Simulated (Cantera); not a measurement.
A perfectly stirred reactor is fed with H2 : O2 : N2 : H2O = 0.41 : 1 : 0.54 : 0.0081 (molar parts), at 1.00 bar; it is held at 875 K, and followed from long to short residence time.

Computed with Cantera and the H2/O2 subset of GRI-Mech 3.0, which has no nitrogen chemistry. Below about 950 K walls govern HO2 and H2O2 in real vessels. The temperature is held fixed by assumption; the heat of reaction is taken as removed at once.

Task: Predict: x(H2) at τ = 0.700 s; x(O2) at τ = 0.700 s; x(H2O) at τ = 0.700 s; x(OH) at τ = 0.700 s; x(H2O2) at τ = 0.700 s; x(H2) at τ = 55.0 ms; x(O2) at τ = 55.0 ms; x(H2O) at τ = 55.0 ms; x(H2O2) at τ = 55.0 ms.

Result: 
| Property | Value |
|---|---|
| x(H2) at τ = 0.700 s | 0.190 |
| x(O2) at τ = 0.700 s | 0.505 |
| x(H2O) at τ = 0.700 s | 0.0241 |
| x(OH) at τ = 0.700 s | 1.24e-8 |
| x(H2O2) at τ = 0.700 s | 0.00152 |
| x(H2) at τ = 55.0 ms | 0.209 |
| x(O2) at τ = 55.0 ms | 0.511 |
| x(H2O) at τ = 55.0 ms | 0.00414 |
| x(H2O2) at τ = 55.0 ms | 3.17e-6 |
